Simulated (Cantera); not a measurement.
Input: 1 mol BCl3, 1 mol O2, 19 mol N2, at 2127 °C and 1.50 Torr.

Method: chemical equilibrium by Gibbs-energy minimisation in Cantera with the NASA 1993 tables (ideal gas, pure condensed phases). Candidate condensed phases: B, BN, B2O3; 25 gas species. The tables' values for BOCl are old estimates; treat these amounts as uncertain. Rates play no part.

Base state: N2 0.817, Cl 0.128, BO 0.0144, BO2 0.0136, O 0.0122, B2O3 0.00677, O2 0.00395, NO 0.00267 (mole fractions); condensed: gas only.

### Question
What changes in the equilibrium state with this change: N2 from 19 to 140 mol?

### Answer
```json
[
 {"species": "N2", "before": "0.817", "after": "0.968"},
 {"species": "Cl", "before": "0.128", "after": "0.0207"},
 {"species": "BO", "before": "0.0144", "after": "0.00494"},
 {"species": "BO2", "before": "0.0136", "after": "0.00140"},
 {"species": "O", "before": "0.0122", "after": "0.00368"},
 {"species": "B2O3", "before": "0.00677", "after": "0.000240"},
 {"species": "BOCl", "before": "0.00153", "after": "8.48e-5"}
]
```
